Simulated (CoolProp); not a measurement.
Nitrogen along the isobar 5.82 bar: fugacity coefficient from the reference equation and from simpler models built on Tc = -147.0 °C, pc = 33.96 bar, ω = 0.037; each cubic takes its own stable root.

Computed with CoolProp (reference Helmholtz-energy equation of state, Span 2000).

```tsv
T (°C)	phase	reference
-204.65	liquid	0.05363
-193.35	liquid	0.2239
-182.05	liquid	0.6174
-170.75	gas	0.8955
-159.45	gas	0.9232
-148.15	gas	0.9420
-136.95	gas	0.9552
-125.65	gas	0.9650
-114.35	gas	0.9723
-103.05	gas	0.9779
-91.75	gas	0.9823
-80.45	gas	0.9858
-69.15	gas	0.9885
-57.95	gas	0.9908
-46.65	gas	0.9926
-35.35	gas	0.9941
```

Q: How far does each simpler model (van der Waals, Redlich-Kwong) lie from the reference over these 16 states: mean and median of the absolute difference, and the worst?

A: 
- van der Waals: mean 39.6 %, median 0.3 %, worst +405.1 % at -204.65 °C and 5.82 bar
- Redlich-Kwong: mean 2.6 %, median 0.1 %, worst -26.9 % at -204.65 °C and 5.82 bar

At some of these states van der Waals gives the other phase, because its saturation line lies elsewhere.
